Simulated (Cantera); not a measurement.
Input: 1 mol SiC, 1.3 mol O2, 11 mol H2, held at 13300 Pa.

Method: chemical equilibrium by Gibbs-energy minimisation in Cantera with the NASA 1993 tables (ideal gas, pure condensed phases). Candidate condensed phases: C, C6H6, C7H8, C8H18, H2O, Si, SiC, SiO2; 123 gas species. Mutual solubility and eutectic melting of coexisting phases are not modelled. The tables hold silica as quartz up to 1696 K and as liquid above; real silica turns to tridymite and cristobalite and melts near 1996 K. The numbers say what is thermodynamically allowed, not how fast it happens.

Q: Which condensed phases are stable at each of these points (T (°C)): 1052, 1127, 1202, 1277, 1352, 1427, 1502, 1577, 1652?

A: 
| T (°C) | condensed phases | Si condensed (%) |
|---|---|---|
| 1052 | C(graphite) + SiO2(β-quartz) | 100.0 |
| 1127 | C(graphite) + SiO2(β-quartz) | 100.0 |
| 1202 | SiC(s) + SiO2(β-quartz) | 99.7 |
| 1277 | SiC(s) + SiO2(β-quartz) | 98.2 |
| 1352 | SiC(s) + SiO2(β-quartz) | 90.2 |
| 1427 | SiO2(condensed) | 59.9 |
| 1502 | SiO2(condensed) | 59.7 |
| 1577 | SiO2(condensed) | 58.6 |
| 1652 | SiO2(condensed) | 55.1 |

From 1052 °C to 1127 °C the condensed part is C(graphite) + SiO2(β-quartz). From 1202 °C to 1352 °C the condensed part is SiC(s) + SiO2(β-quartz). From 1427 °C to 1652 °C the condensed part is SiO2(condensed).
